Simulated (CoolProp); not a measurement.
Vapour-liquid equilibrium of nitrogen (1) + oxygen (2) at 111.8 K; x and y are mole fractions of (1).

Model: multi-fluid Helmholtz-energy mixture model, Span 2000 and Schmidt 1985; pair parameters Gernert 2013, in CoolProp.

| x | bubble pressure (MPa) | y at the bubble point | dew pressure at overall composition x (MPa) | liquid density (mol/L) |
|---|---|---|---|---|
| 0.05 | 0.6697 | 0.118 | 0.6366 | … |
| 0.125 | 0.7497 | 0.258 | 0.6735 | 30.71 |
| 0.2 | 0.8262 | 0.370 | 0.7145 | 29.93 |
| 0.275 | 0.9002 | 0.463 | … | 29.15 |
| 0.35 | 0.9727 | 0.543 | 0.8112 | … |
| 0.425 | 1.044 | 0.612 | 0.8684 | … |
| 0.5 | 1.116 | 0.675 | 0.9326 | 26.86 |
| 0.575 | 1.187 | 0.732 | 1.005 | 26.10 |
| 0.65 | 1.260 | 0.785 | 1.086 | 25.34 |
| 0.725 | … | 0.835 | 1.178 | 24.58 |
| 0.8 | 1.409 | 0.882 | 1.281 | 23.81 |
| 0.875 | 1.488 | 0.927 | 1.398 | 23.02 |
| 0.95 | 1.569 | 0.971 | 1.529 | 22.22 |

Task: Complete the blanks.

Result: 
- 0.05, liquid density (mol/L): 31.50
- 0.275, dew pressure at overall composition x (MPa): 0.7602
- 0.35, liquid density (mol/L): 28.39
- 0.425, liquid density (mol/L): 27.62
- 0.725, bubble pressure (MPa): 1.334

No azeotrope shows between x = 0.05 and 0.95.

The pair parameters rest on a limited set of measurements; away from them the model extrapolates. The gap from Raoult's law changes sign with composition, which may be real or a fault of the pair parameters; it wasn't checked against measurements.
